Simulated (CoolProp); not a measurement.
CH3F (R41) along the isotherm 70.05 °C: density (kg/m³) from the reference equation and from simpler models built on Tc = 44.1 °C, pc = 59.06 bar, ω = 0.200; each cubic takes its own stable root.

The numbers come from the reference Helmholtz-energy equation of state, Lemmon 2006 in CoolProp. It is a short technical equation, of lower accuracy than the large ones.

```
p (bar)          phase  reference  van der Waals  Redlich-Kwong  Soave-Redlich-Kwong  Peng-Robinson
-------  -------------  ---------  -------------  -------------  -------------------  -------------
14.8               gas      19.16          18.87          18.99                18.94          19.12
29.5               gas      41.99          40.77          41.26                40.99          41.79
44.3               gas      70.83          67.94          68.96                68.03          70.12
59.1     supercritical      109.7          105.2          105.9                103.0          107.5
73.8     supercritical      167.9          171.1          161.8                152.3          160.8
88.6     supercritical      266.9          255.3          245.8                222.5          237.0
103      supercritical      370.8          290.2          305.9                283.9          305.4
118      supercritical      433.3          311.9          343.9                325.7          353.5
133      supercritical      471.0          327.4          370.6                355.1          387.3
148      supercritical      497.6          339.6          391.3                377.6          413.4
```
